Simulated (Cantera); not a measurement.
Cantera run:

```python
import numpy as np
import cantera as ct

gas_names = [...]  # 114 gases of nasa_gas.yaml made of C, Fe, H, O
cond_names = """
    C(gr) C6H6(L) C7H8(L) C8H18(L),n-octa Fe(a) Fe(c) Fe(d) Fe(L) FeC5O5(L) FeO(s) FeO(L) Fe(OH)2(s)
    Fe(OH)3(s) Fe2O3(s) Fe3O4(s) H2O(s) H2O(L)
""".split()


# ... load() reads the species with a 1 bar reference pressure and builds the phases ...
atoms = {
    'Fe2O3': {'Fe': 2, 'O': 3},
    'CH4': {'C': 1, 'H': 4},
    'H2': {'H': 2},
}
top_T = {'C(gr)': 4500, 'Fe2O3(s)': 1830, 'Fe3O4(s)': 1870}  # K; cautious upper limits of use, not melting points


# ... equilibrate(T, P, feed) seeds the gas with the atoms and calls Mixture.equilibrate('TP', solver="vcs", rtol=1e-11, max_steps=5000) ...
results = []
T = 1200  # K
P = 1333.22  # Pa
for m in [0.41, 0.79, 1.2, 1.5, 1.9, 2.3, 2.7, 3.1, 3.4, 3.8, 4.2]:
    feed = {'Fe2O3': 1, 'CH4': m, 'H2': 0.18}  # mol
    mix = equilibrate(T, P, feed)
    results.append((T, P, feed, dict(zip(mix.species_names, mix.species_moles))))

top = {s: max(r[3][s] / sum(r[3][g] for g in gas_names) for r in results) for s in gas_names}
cols = sorted((s for s in top if top[s] > 1e-05), key=lambda s: -top[s])[:9]
seen = [c for c in cond_names if any(r[3].get(c, 0) > 1e-12 for r in results)]
print("log10 of partial pressures in bar; condensed amounts in mol")
print(f"{'n(CH4)':>10s}" + "".join(f"{s[:9]:>10s}" for s in cols + seen))
for T, P, feed, n in results:
    ng = sum(n[g] for g in gas_names)
    print(f"{feed['CH4']:10.4g}" + "".join(f"{np.log10(max(n[s] / ng * P / 1e5, 1e-99)):10.3f}" for s in cols)
          + "".join(f"{n.get(c, 0):10.4g}" for c in seen))
```

Output:

```
log10 of partial pressures in bar; condensed amounts in mol
    n(CH4)        H2        CO       H2O       CO2       CH4     C(gr)     Fe(c)    FeO(s)
      0.41    -2.277    -2.608    -2.380    -2.850   -10.445         0         0         2
      0.79    -2.142    -2.464    -2.700    -3.159    -9.578         0    0.3045     1.695
       1.2    -2.147    -2.453    -2.705    -3.148    -9.578         0    0.9613     1.039
       1.5    -2.149    -2.449    -2.707    -3.144    -9.577         0     1.442    0.5582
       1.9    -2.143    -2.439    -2.739    -3.173    -9.515         0         2         0
       2.3    -2.095    -2.400    -3.014    -3.456    -9.059         0         2         0
       2.7    -2.064    -2.375    -3.448    -3.897    -8.506         0         2         0
       3.1    -2.043    -2.370    -5.999    -6.464    -5.887       0.1         2         0
       3.4    -2.030    -2.397    -6.014    -6.518    -5.862    0.3999         2         0
       3.8    -2.017    -2.431    -6.033    -6.585    -5.835    0.7998         2         0
       4.2    -2.005    -2.462    -6.053    -6.647    -5.812       1.2         2         0
```

These are equilibrium values from Cantera (NASA tables, ideal gas, pure condensed phases), not measurements of a reactor. Mutual solubility and eutectic melting of coexisting phases are not modelled. The tables' stoichiometric FeO is somewhat more stable than real wüstite, so its field is too wide. FeO: taken at fixed stoichiometry. Condensed phases not in the tables: cementite and carbon dissolved in iron.
